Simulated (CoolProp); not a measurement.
Vapour-liquid equilibrium of carbon dioxide (1) + hydrogen sulfide (2) at 2210 kPa; x and y are mole fractions of (1).

Values from CoolProp's multi-fluid Helmholtz-energy mixture model, Span 1996 and Lemmon 2006; pair parameters Kunz 2012.

```tsv
x	bubble temperature (K)	y at the bubble point	dew temperature at overall composition x (K)	liquid density (mol/L)
0.05	293.9	0.186	299.8	22.97
0.2	278.2	0.502	293.3	23.63
0.35	270.0	0.645	286.2	23.46
0.5	265.3	0.729	278.3	22.94
0.65	262.0	0.798	269.7	22.43
0.8	259.4	0.870	261.9	22.25
0.95	257.4	0.962	257.6	22.69
```

No azeotrope shows between x = 0.05 and 0.95.

The pair parameters rest on a limited set of measurements; away from them the model extrapolates.
